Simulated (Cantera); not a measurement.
# Premixed flame

A freely propagating, adiabatic, planar premixed flame of H2 : O2 : N2 = 1 : 0.455 : 1.71 (molar parts), equivalence ratio 1.1, unburnt at 550 K and 0.132 atm; multicomponent+Soret transport, grid criteria slope 0.08 and curve 0.16, no radiation.

Computed with Cantera and the H2/O2 subset of GRI-Mech 3.0, which has no nitrogen chemistry. Burning velocities carry a grid error of a few per cent, more on coarse grids.

```csv
z (mm),T (K),u (m/s),x H2,x O2,x HO2,x H2O2,x H,x OH
-18.5,550,5.00,0.316,0.144,<1e-8,<1e-8,<1e-8,<1e-8
-12.3,550,5.00,0.316,0.144,<1e-8,<1e-8,<1e-8,<1e-8
-9.26,550,5.00,0.316,0.144,<1e-8,<1e-8,<1e-8,<1e-8
-6.17,550,5.00,0.316,0.144,2.08e-7,<1e-8,6.19e-8,<1e-8
-3.09,557,5.05,0.313,0.144,5.85e-5,7.74e-7,0.000203,2.45e-5
-1.54,684,6.09,0.287,0.142,3.98e-5,1.39e-6,0.00728,0.000322
0,1093,9.44,0.150,0.0925,1.51e-5,6.36e-7,0.0655,0.00292
1.54,1377,11.8,0.0584,0.0337,4.93e-6,7.67e-7,0.0953,0.00787
3.09,1494,12.7,0.0553,0.0276,3.52e-6,6.08e-7,0.0872,0.0102
6.17,1633,13.8,0.0580,0.0246,2.65e-6,3.76e-7,0.0735,0.0128
12.3,1788,14.9,0.0597,0.0213,1.94e-6,1.97e-7,0.0585,0.0154
24.7,1950,16.1,0.0594,0.0178,1.39e-6,1.03e-7,0.0441,0.0172
49.4,2107,17.1,0.0569,0.0141,1.04e-6,6.05e-8,0.0315,0.0178
```
x: mole fraction of selected species; z is measured from the peak of heat release.

```json
{
  "laminar_burning_velocity": "500 cm/s",
  "thermal_thickness": "6.17 mm",
  "peak x(HO2)": "6.06e-5",
  "peak x(H2O2)": "1.70e-6",
  "peak x(H)": "0.0955",
  "peak x(OH)": "0.0179"
}
```
